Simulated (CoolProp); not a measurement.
R404A along the isotherm 81.05 °C: fugacity coefficient from the reference equation and from simpler models built on Tc = 72.1 °C, pc = 3735 kPa, ω = 0.293; each cubic takes its own stable root.

The numbers come from the reference Helmholtz-energy equation of state, Lemmon 2003 in CoolProp. It is a pseudo-pure fit of the blend.

```json
[
 {"p (kPa)": "59.1", "phase": "gas", "reference": "0.9947", "van der Waals": "0.9956", "Redlich-Kwong": "0.9950", "Soave-Redlich-Kwong": "0.9951", "Peng-Robinson": "0.9945"},
 {"p (kPa)": "99.7", "phase": "gas", "reference": "0.9911", "van der Waals": "0.9926", "Redlich-Kwong": "0.9916", "Soave-Redlich-Kwong": "0.9917", "Peng-Robinson": "0.9907"},
 {"p (kPa)": "168", "phase": "gas", "reference": "0.9851", "van der Waals": "0.9875", "Redlich-Kwong": "0.9858", "Soave-Redlich-Kwong": "0.9860", "Peng-Robinson": "0.9843"},
 {"p (kPa)": "284", "phase": "gas", "reference": "0.9748", "van der Waals": "0.9788", "Redlich-Kwong": "0.9760", "Soave-Redlich-Kwong": "0.9764", "Peng-Robinson": "0.9736"},
 {"p (kPa)": "479", "phase": "gas", "reference": "0.9577", "van der Waals": "0.9643", "Redlich-Kwong": "0.9597", "Soave-Redlich-Kwong": "0.9603", "Peng-Robinson": "(withheld)"},
 {"p (kPa)": "808", "phase": "gas", "reference": "0.9291", "van der Waals": "(withheld)", "Redlich-Kwong": "0.9324", "Soave-Redlich-Kwong": "(withheld)", "Peng-Robinson": "(withheld)"},
 {"p (kPa)": "1360", "phase": "gas", "reference": "0.8818", "van der Waals": "(withheld)", "Redlich-Kwong": "(withheld)", "Soave-Redlich-Kwong": "0.8888", "Peng-Robinson": "0.8770"},
 {"p (kPa)": "2300", "phase": "gas", "reference": "0.8029", "van der Waals": "0.8295", "Redlich-Kwong": "0.8113", "Soave-Redlich-Kwong": "0.8141", "Peng-Robinson": "0.7963"},
 {"p (kPa)": "3890", "phase": "supercritical", "reference": "0.6703", "van der Waals": "0.7052", "Redlich-Kwong": "0.6819", "Soave-Redlich-Kwong": "0.6875", "Peng-Robinson": "0.6635"},
 {"p (kPa)": "6560", "phase": "supercritical", "reference": "0.4651", "van der Waals": "0.5075", "Redlich-Kwong": "(withheld)", "Soave-Redlich-Kwong": "0.4925", "Peng-Robinson": "0.4686"},
 {"p (kPa)": "11100", "phase": "supercritical", "reference": "0.3281", "van der Waals": "0.3866", "Redlich-Kwong": "0.3522", "Soave-Redlich-Kwong": "0.3602", "Peng-Robinson": "0.3358"},
 {"p (kPa)": "18700", "phase": "supercritical", "reference": "0.2540", "van der Waals": "0.3355", "Redlich-Kwong": "0.2834", "Soave-Redlich-Kwong": "0.2905", "Peng-Robinson": "0.2626"}
]
```

Q: What belongs in the gaps?

A: 
- 479, Peng-Robinson: 0.9557
- 808, van der Waals: 0.9399
- 808, Soave-Redlich-Kwong: 0.9334
- 808, Peng-Robinson: 0.9259
- 1360, van der Waals: 0.8991
- 1360, Redlich-Kwong: 0.8872
- 6560, Redlich-Kwong: 0.4832
